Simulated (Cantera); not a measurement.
A closed system holds: 1 mol HBr, 0.91 mol O2, held at 1450 K and 0.00133 bar.

These are equilibrium values from Cantera (NASA tables, ideal gas, pure condensed phases), not measurements of a reactor. Candidate condensed phases: Br2, H2O; 12 gas species. Kinetics and transport are ignored.

Base state: Br 0.419, O2 0.320, H2O 0.214, HBr 0.0415, Br2 0.00454, OH 0.000424, O 3.11e-5 (mole fractions); condensed: gas only.

Task: What changes in the equilibrium state with this change: O2 from 0.91 to 0.02 mol?

Result: 
| species | before | after |
|---|---|---|
| HBr | 0.0415 | 0.791 |
| Br | 0.419 | 0.139 |
| H2O | 0.214 | 0.0372 |
| O2 | 0.320 | <1e-9 |
| H2 | 9.81e-6 | 0.0326 |
| O | 3.11e-5 | 1.63e-9 |
| OH | 0.000424 | 1.28e-6 |
| H | 8.11e-7 | 4.68e-5 |
| Br2 | 0.00454 | 0.000497 |
